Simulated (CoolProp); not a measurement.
A single-stage vapour-compression cycle with R21: evaporating at 285.15 K (dew point), condensing at 307.15 K (bubble point), superheat 0 K, subcooling 0 K, compressor efficiency 0.65, no pressure losses. Each further row changes one setting.

The numbers come from the reference Helmholtz-energy equation of state, Platzer 1990 in CoolProp. This equation is an older, rougher fit; its heat capacities, sound speeds and derivatives of the liquid may be far off and weren't checked against measurements.

```
case                              cooling COP  pressure ratio  discharge temperature (K)  refrigerating effect (kJ/kg)  volumetric capacity (kJ/m³)
--------------------------------  -----------  --------------  -------------------------  ----------------------------  ---------------------------
as stated                                7.88            2.15                      332.5                           215                         1110
evaporating temperature 290.15 K         10.5            1.78                      326.2                           217                         1330
condensing temperature 302.15 K          10.4            1.82                      322.3                           220                         1140
subcooling 5 K                           8.07            2.15                      332.5                           220                         1140
superheat 10 K                           7.79            2.15                      343.4                           221                         1100
compressor efficiency 0.55               6.67            2.15                      339.9                           215                         1110
```
